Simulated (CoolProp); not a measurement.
Hexamethyldisiloxane (MM) along the isobar 0.101 MPa: Z from the reference equation and from simpler models built on Tc = 518.7 K, pc = 1.931 MPa, ω = 0.418; each cubic takes its own stable root.

Computed with CoolProp (reference Helmholtz-energy equation of state, Thol 2016).

| T (K) | phase | reference | van der Waals | Peng-Robinson |
|---|---|---|---|---|
| 231.9 | liquid | 0.01028 | 0.01734 | 0.01006 |
| 238.3 | liquid | 0.01008 | 0.01698 | 0.009843 |
| 244.7 | liquid | 0.009893 | 0.01664 | 0.009634 |
| 251.1 | liquid | 0.009719 | 0.01633 | 0.009438 |
| 257.5 | liquid | 0.009554 | 0.01603 | 0.009254 |
| 264 | liquid | 0.009397 | 0.01575 | 0.009078 |
| 270.4 | liquid | 0.009251 | 0.01549 | 0.008915 |
| 276.8 | liquid | 0.009113 | 0.01524 | 0.008762 |
| 283.2 | liquid | 0.008984 | 0.01501 | 0.008618 |
| 289.6 | liquid | 0.008861 | 0.9371 | 0.008484 |
| 296 | liquid | 0.008746 | 0.9403 | 0.008357 |
| 302.4 | liquid | 0.008638 | 0.9432 | 0.008239 |
| 308.8 | liquid | 0.008535 | 0.9459 | 0.008128 |
| 315.2 | liquid | 0.008440 | 0.9485 | 0.008024 |
| 321.7 | liquid | 0.008348 | 0.9509 | 0.007927 |
| 328.1 | liquid | 0.008264 | 0.9531 | 0.007838 |

At some of these states van der Waals gives the other phase, because its saturation line lies elsewhere.
